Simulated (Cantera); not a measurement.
Charge: 1 mol Si2Cl6, 61 mol N2, equilibrated at 3.00 mbar.

Method: chemical equilibrium by Gibbs-energy minimisation in Cantera with the NASA 1993 tables (ideal gas, pure condensed phases). Candidate condensed phases: Si, Si3N4; 13 gas species. The feed counts by its element totals alone. N2 is the only nitrogen source here; it is nearly inert below about 1500 K, so the nitride shown seldom forms there in practice. Equilibrium is a limit: real reactors are often held back by kinetics, nucleation or transport.

**Question.** Which condensed phases are stable at each of these points (T (K)): 1198, 1223, 1248, 1273, 1298, 1323, 1348, 1373, 1398, 1423, 1448?

**Answer.** 
| T (K) | condensed phases | Si condensed (%) |
|---|---|---|
| 1198 | Si3N4(s) | 22.2 |
| 1223 | Si3N4(s) | 20.5 |
| 1248 | Si3N4(s) | 18.1 |
| 1273 | Si3N4(s) | 14.5 |
| 1298 | Si3N4(s) | 9.5 |
| 1323 | Si3N4(s) | 2.9 |
| 1348 | gas only | 0.0 |
| 1373 | gas only | 0.0 |
| 1398 | gas only | 0.0 |
| 1423 | gas only | 0.0 |
| 1448 | gas only | 0.0 |

From 1198 K to 1323 K the condensed part is Si3N4(s). From 1348 K to 1448 K nothing is condensed.
